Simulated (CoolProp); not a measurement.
A single-stage vapour-compression cycle with R115: evaporating at 281.15 K (dew point), condensing at 330.15 K (bubble point), superheat 2 K, subcooling 5 K, compressor efficiency 0.75, no pressure losses. Each further row changes one setting.

Values from CoolProp's reference Helmholtz-energy equation of state, Lemmon 2016.

```csv
case,cooling COP,pressure ratio,discharge temperature (K),refrigerating effect (kJ/kg),volumetric capacity (kJ/m³)
as stated,2.77,3.43,331.9,56.0,2410
evaporating temperature 286.15 K,3.29,2.97,332.0,58.5,2910
condensing temperature 325.15 K,3.34,3.07,326.6,62.1,2670
subcooling 10 K,3.08,3.43,331.9,62.3,2680
superheat 12 K,2.93,3.43,340.4,63.8,2590
compressor efficiency 0.65,2.40,3.43,334.6,56.0,2410
```
